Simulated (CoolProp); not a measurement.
50 sccm (0 °C, 1 atm) of nitrogen bubbles through liquid dimethyl carbonate at 316.3 K and leaves saturated at a total pressure of 0.15 MPa (ideal gas phase). Each further row changes one setting.

The numbers come from the reference Helmholtz-energy equation of state, Zhou 2011 in CoolProp.

| case | vapour pressure (kPa) | mole fraction of vapour | delivery (mg/min) | delivery (sccm) | change of delivery for a bath 1 K warmer (%) |
|---|---|---|---|---|---|
| as stated | 17.3 | 0.115 | 26.2 | (withheld) | 5.1 |
| bath temperature 321.3 K | (withheld) | 0.143 | (withheld) | 8.37 | 5.1 |
| total pressure 0.3 MPa | 17.3 | 0.0576 | 12.3 | 3.06 | (withheld) |

What belongs in the gaps?


- as stated, delivery (sccm): 6.51
- bath temperature 321.3 K, vapour pressure (kPa): 21.5
- bath temperature 321.3 K, delivery (mg/min): 33.6
- total pressure 0.3 MPa, change of delivery for a bath 1 K warmer (%): 4.8
